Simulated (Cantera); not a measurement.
## Premixed flame

A freely propagating, adiabatic, planar premixed flame of H2 : O2 : N2 = 1 : 0.602 : 2.27 (molar parts), unburnt at 500 K and 0.840 bar; mixture-averaged transport, grid criteria slope 0.08 and curve 0.16, no radiation.

Computed with Cantera and the H2/O2 subset of GRI-Mech 3.0, which has no nitrogen chemistry. Burning velocities carry a grid error of a few per cent, more on coarse grids.

| z (mm) | T (K) | u (m/s) | x H2 | x O2 | x H2O | x HO2 | x OH | x H2O2 |
|---|---|---|---|---|---|---|---|---|
| -1.59 | 500 | 4.46 | 0.258 | 0.155 | <1e-8 | <1e-8 | <1e-8 | <1e-8 |
| -1.06 | 500 | 4.46 | 0.258 | 0.155 | <1e-8 | <1e-8 | <1e-8 | <1e-8 |
| -0.797 | 500 | 4.46 | 0.258 | 0.155 | <1e-8 | <1e-8 | <1e-8 | <1e-8 |
| -0.532 | 500 | 4.45 | 0.258 | 0.156 | 2.37e-7 | 1.60e-7 | <1e-8 | <1e-8 |
| -0.266 | 512 | 4.53 | 0.253 | 0.156 | 0.000408 | 0.000156 | 1.82e-5 | 4.40e-6 |
| -0.133 | 725 | 6.24 | 0.218 | 0.153 | 0.0184 | 0.000229 | 0.000814 | 3.08e-5 |
| 0 | 1167 | 9.71 | 0.126 | 0.118 | 0.0977 | 9.25e-5 | 0.00301 | 6.59e-6 |
| 0.133 | 1485 | 12.2 | 0.0502 | 0.0656 | 0.189 | 4.33e-5 | 0.00899 | 3.58e-6 |
| 0.266 | 1642 | 13.4 | 0.0323 | 0.0489 | 0.217 | 2.77e-5 | 0.0126 | 2.01e-6 |
| 0.532 | 1804 | 14.6 | 0.0279 | 0.0430 | 0.230 | 1.92e-5 | 0.0151 | 1.01e-6 |
| 1.06 | 1962 | 15.7 | 0.0239 | 0.0392 | 0.243 | 1.29e-5 | 0.0163 | 5.43e-7 |
| 2.13 | 2101 | 16.7 | 0.0183 | 0.0359 | 0.256 | 8.22e-6 | 0.0159 | 3.41e-7 |
| 4.25 | 2213 | 17.4 | 0.0123 | 0.0333 | 0.269 | 5.22e-6 | 0.0140 | 2.46e-7 |
x: mole fraction of selected species; z is measured from the peak of heat release.

```
Item                        Result
------------------------  --------
laminar burning velocity  446 cm/s
thermal thickness         0.532 mm
peak x(HO2)               0.000331
peak x(OH)                  0.0164
peak x(H2O2)               3.13e-5
grid points                    127
```
